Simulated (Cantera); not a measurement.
An adiabatic, constant-pressure homogeneous reactor starts with CH₄ : O₂ : N₂ = 1 : 5.26 : 19.8 (molar parts), equivalence ratio 0.38, at 1650 K and 15000 Torr.

Detailed kinetics in Cantera: GRI-Mech 3.0 (53 species, 325 reactions). The pressure lies above the range GRI-Mech 3.0 was tuned for (to about 10 atm).

Task: Predict: time of steepest temperature rise; temperature at 0.300 s; equilibrium temperature; x(O₂) at 0.300 s; x(NO₂) at 0.300 s; x(OH) at 0.300 s.

Result: 
| Item | Value |
|---|---|
| time of steepest temperature rise | 23.9 µs |
| temperature at 0.300 s | 2399 K |
| equilibrium temperature | 2399 K |
| x(O₂) at 0.300 s | 0.117 (gas-phase equilibrium 0.117) |
| x(NO₂) at 0.300 s | 4.62e-5 (gas-phase equilibrium 4.62e-5) |
| x(OH) at 0.300 s | 0.00368 (gas-phase equilibrium 0.00368) |
